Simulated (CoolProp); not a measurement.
A simple Rankine cycle with R236FA: condensing at 312.15 K, boiler at 1.48 MPa, turbine inlet 399 K, turbine efficiency 0.85, pump efficiency 0.6, no recuperator. Each further row changes one setting.

The numbers come from the reference Helmholtz-energy equation of state, Pan 2012 in CoolProp.

| case | thermal efficiency (%) | net work (kJ/kg) | heat in (kJ/kg) | turbine exit temperature (K) | volume ratio over the turbine |
|---|---|---|---|---|---|
| as stated | 8.8 | 18.2 | 208 | 367.8 | 3.68 |
| condensing temperature 304.15 K | 10.1 | 22.0 | 218 | 362.5 | 4.71 |
| boiler pressure 1.04 MPa | 6.5 | 13.9 | 213 | 378.0 | 2.49 |
| turbine efficiency 0.75 | 7.7 | 15.9 | 208 | 370.1 | 3.71 |
